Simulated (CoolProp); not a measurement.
Vapour-liquid equilibrium of R143a (1) + isobutane (2) at 3.04 bar; x and y are mole fractions of (1).

The numbers come from the multi-fluid Helmholtz-energy mixture model, Lemmon and Jacobsen 2000 and Bücker 2006; pair parameters Bell 2016 in CoolProp.

```csv
x,bubble temperature (K),y at the bubble point,dew temperature at overall composition x (K),liquid density (mol/L)
0.05,281.3,0.327,291.7,9.880
0.2,264.5,0.659,286.3,___
0.35,258.9,0.747,280.3,10.83
0.5,256.4,___,273.4,11.20
0.65,254.7,0.827,265.0,___
0.8,253.3,0.875,255.9,12.14
0.95,252.3,0.958,252.3,___
```

Problem. Complete the blanks.

Solution. 
- 0.2, liquid density (mol/L): 10.44
- 0.5, y at the bubble point: 0.790
- 0.65, liquid density (mol/L): 11.63
- 0.95, liquid density (mol/L): 12.76

No azeotrope shows between x = 0.05 and 0.95.

Pair parameters are fitted to limited data, so mixtures are less certain than the pure fluids. With so large a gap from Raoult's law the liquid may split in two, which this calculation doesn't test in full.
